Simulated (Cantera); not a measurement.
Cantera run, input and output.

```python
import numpy as np
import cantera as ct

gas = ct.Solution("gri30.yaml")
gas.TPX = 1848, 500000, {'CH4': 1, 'CO2': 3.6, 'H2': 0.63}
reactor = ct.IdealGasConstPressureReactor(gas, energy="off", clone=False)
net = ct.ReactorNet([reactor])
net.rtol, net.atol = 1e-08, 1e-18
show = ['CH4', 'CO2', 'H2', 'H', 'H2O', 'C2H6', 'CO']
times = np.geomspace(0.0006, 1, 10)

steps = ct.SolutionArray(gas, extra=["t"])
rows = []
print(f"{'t/s':>10s}{'T/K':>9s}{'P/Pa':>11s}" + "".join(f"{s:>11s}" for s in show))
for t in times:
    while net.time < t:
        t_next = net.step()
        steps.append(gas.state, t=t_next)
    rows.append([np.interp(t, steps.t, y) for y in (steps.T, steps.P, *steps(*show).X.T)])
    print(f"{t:10.3e}{rows[-1][0]:9.1f}{rows[-1][1]:11.4g}" + "".join(f"{x:11.3e}" for x in rows[-1][2:]))
rate = np.gradient(steps.T, steps.t)
print("integrator steps:", len(steps.t))
if steps.T.max() > steps.T[0] + 200:
    print(f"time of steepest temperature rise: {steps.t[rate.argmax()]:.4e} s")
gas.TPX = 1848, 500000, {'CH4': 1, 'CO2': 3.6, 'H2': 0.63}
gas.equilibrate("TP")
print(f"equilibrium (TP): T = {gas.T:.1f} K  " + "  ".join(f"{s} {gas[s].X[0]:.3e}" for s in show))
```

Result:

```
       t/s      T/K       P/Pa        CH4        CO2         H2          H        H2O       C2H6         CO
 6.000e-04   1848.0      5e+05  9.257e-02  5.282e-01  1.333e-01  6.873e-05  9.893e-02  3.021e-04  1.070e-01
 1.368e-03   1848.0      5e+05  4.797e-02  4.091e-01  1.039e-01  6.566e-05  1.823e-01  1.231e-04  2.016e-01
 3.120e-03   1848.0      5e+05  1.850e-02  3.050e-01  7.962e-02  6.654e-05  2.441e-01  3.119e-05  2.946e-01
 7.114e-03   1848.0      5e+05  1.052e-02  2.505e-01  9.253e-02  7.715e-05  2.455e-01  9.902e-06  3.573e-01
 1.622e-02   1848.0      5e+05  8.053e-03  2.077e-01  1.170e-01  8.427e-05  2.298e-01  4.344e-06  4.138e-01
 3.699e-02   1848.0      5e+05  4.754e-03  1.745e-01  1.412e-01  9.011e-05  2.142e-01  1.192e-06  4.575e-01
 8.434e-02   1848.0      5e+05  1.322e-03  1.579e-01  1.558e-01  9.291e-05  2.060e-01  8.135e-08  4.781e-01
 1.923e-01   1848.0      5e+05  2.766e-05  1.549e-01  1.589e-01  9.457e-05  2.048e-01  3.916e-11  4.813e-01
 4.385e-01   1848.0      5e+05  3.265e-08  1.548e-01  1.589e-01  9.522e-05  2.047e-01  7.081e-17  4.814e-01
 1.000e+00   1848.0      5e+05  3.215e-08  1.548e-01  1.589e-01  9.522e-05  2.047e-01  6.803e-17  4.814e-01
integrator steps: 1941
equilibrium (TP): T = 1848.0 K  CH4 3.451e-08  CO2 1.548e-01  H2 1.589e-01  H 9.522e-05  H2O 2.047e-01  C2H6 7.668e-17  CO 4.814e-01
```

Computed with Cantera and GRI-Mech 3.0 (53 species, 325 reactions).
